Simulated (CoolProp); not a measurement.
Carbonyl sulfide along the isotherm 195.9 K: density (kg/m³) from the reference equation and from simpler models built on Tc = 378.8 K, pc = 63.69 bar, ω = 0.098; each cubic takes its own stable root.

Model: reference Helmholtz-energy equation of state, Lemmon 2006, in CoolProp. It is a short technical equation, of lower accuracy than the large ones.

```csv
p (bar),phase,reference
6.37,liquid,1231
12.7,liquid,1232
19.1,liquid,1233
25.5,liquid,1234
31.8,liquid,1234
38.2,liquid,1235
44.6,liquid,1236
51,liquid,1237
57.3,liquid,1237
63.7,liquid,1238
70.1,liquid,1239
76.4,liquid,1239
82.8,liquid,1240
89.2,liquid,1241
95.5,liquid,1242
```

Question: How far does each simpler model (van der Waals, Redlich-Kwong, Peng-Robinson) lie from the reference over these 15 states: mean and median of the absolute difference, and the worst?

Answer: 
- van der Waals: mean 35.5 %, median 35.5 %, worst -35.9 % at 195.9 K and 6.37 bar
- Redlich-Kwong: mean 4.9 %, median 4.9 %, worst -4.9 % at 195.9 K and 6.37 bar
- Peng-Robinson: mean 7.0 %, median 7.0 %, worst +7.1 % at 195.9 K and 6.37 bar
